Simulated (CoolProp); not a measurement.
Vapour-liquid equilibrium of n-pentane (1) + acetone (2) at 409.8 K; x and y are mole fractions of (1).

The numbers come from the multi-fluid Helmholtz-energy mixture model, Thol 2019 and Lemmon 2006; pair parameters Bell 2016 in CoolProp.

| x | bubble pressure (kPa) | y at the bubble point | dew pressure at overall composition x (kPa) | liquid density (mol/L) |
|---|---|---|---|---|
| 0.05 | 973.8 | 0.127 | 909.6 | 10.67 |
| 0.125 | 1097 | 0.259 | 971.8 | 10.15 |
| 0.2 | 1192 | 0.350 | 1040 | 9.667 |
| 0.275 | 1263 | 0.419 | [?] | [?] |
| 0.35 | [?] | [?] | 1192 | 8.812 |
| 0.425 | 1358 | 0.523 | 1270 | 8.438 |
| 0.5 | 1387 | 0.568 | 1340 | 8.100 |
| 0.575 | 1406 | 0.612 | [?] | 7.798 |
| 0.65 | 1415 | 0.658 | 1414 | 7.531 |
| 0.725 | 1413 | 0.709 | 1410 | 7.299 |
| 0.8 | 1397 | 0.766 | 1382 | 7.099 |
| 0.875 | 1364 | 0.836 | 1340 | 6.930 |
| 0.95 | 1307 | 0.924 | 1289 | 6.787 |

Problem. Fill in the missing entries.

Solution. 
- 0.275, dew pressure at overall composition x (kPa): 1114
- 0.275, liquid density (mol/L): 9.221
- 0.35, bubble pressure (kPa): 1317
- 0.35, y at the bubble point: 0.474
- 0.575, dew pressure at overall composition x (kPa): 1391

y crosses x between x = 0.65 and 0.725: the model has an azeotrope there.

The pair parameters rest on a limited set of measurements; away from them the model extrapolates.
